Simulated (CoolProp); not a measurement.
Vinyl chloride along the isobar 0.418 MPa: density (kg/m³) from the reference equation and from simpler models built on Tc = 425.0 K, pc = 5.600 MPa, ω = 0.160; each cubic takes its own stable root.

Computed with CoolProp (reference Helmholtz-energy equation of state, Thol 2022).

```tsv
T (K)	phase	reference
150.2	liquid	1167
170.5	liquid	1128
190.9	liquid	1091
211.2	liquid	1055
231.5	liquid	1019
251.9	liquid	983.6
272.2	liquid	947.5
292.5	liquid	910.1
312.9	gas	10.78
333.2	gas	9.980
353.6	gas	9.306
373.9	gas	8.731
394.2	gas	8.230
414.6	gas	7.786
```

Q: How far does each simpler model (van der Waals, Redlich-Kwong, Soave-Redlich-Kwong, Peng-Robinson) lie from the reference over these 14 states: mean and median of the absolute difference, and the worst?

A: 
- van der Waals: mean 35.5 %, median 38.1 %, worst -98.7 % at 292.5 K and 0.418 MPa
- Redlich-Kwong: mean 11.6 %, median 8.0 %, worst -98.7 % at 292.5 K and 0.418 MPa
- Soave-Redlich-Kwong: mean 4.6 %, median 6.7 %, worst -10.8 % at 150.2 K and 0.418 MPa
- Peng-Robinson: mean 2.3 %, median 1.0 %, worst +5.5 % at 272.2 K and 0.418 MPa

At some of these states van der Waals, Redlich-Kwong gives the other phase, because its saturation line lies elsewhere.
